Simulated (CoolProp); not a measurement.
Properties of dodecamethylcyclohexasiloxane (D6) along the isotherm 620 K (Tc = 645.8 K, pc = 0.9614 MPa, ω = 0.736).

Model: reference Helmholtz-energy equation of state, Colonna 2008, in CoolProp. It is a short technical equation, of lower accuracy than the large ones.

```csv
p (MPa),phase,cv (kJ/(kg K)),Joule-Thomson coefficient (K/MPa),expansivity (1/kK),fugacity coefficient
0.00152,gas,1.938,___,1.617,0.9992
0.00246,gas,1.938,___,1.619,0.9988
0.00397,gas,1.938,9.708,1.623,0.9980
0.00641,gas,1.938,9.725,1.630,0.9968
0.0104,gas,1.939,9.753,1.641,0.9948
0.0167,gas,1.939,___,1.658,0.9917
0.027,gas,1.939,9.873,1.687,0.9865
0.0437,gas,1.939,9.997,1.735,0.9783
0.0706,gas,1.939,10.21,1.817,0.9650
0.114,gas,1.940,10.58,1.963,0.9439
0.184,gas,1.941,11.26,___,0.9104
0.298,gas,1.944,12.71,2.858,0.8572
0.481,gas,1.951,16.80,4.768,0.7746
```

**Question.** What belongs in the gaps?

**Answer.** 
- 0.00152, Joule-Thomson coefficient (K/MPa): 9.691
- 0.00246, Joule-Thomson coefficient (K/MPa): 9.698
- 0.0167, Joule-Thomson coefficient (K/MPa): 9.798
- 0.184, expansivity (1/kK): 2.241
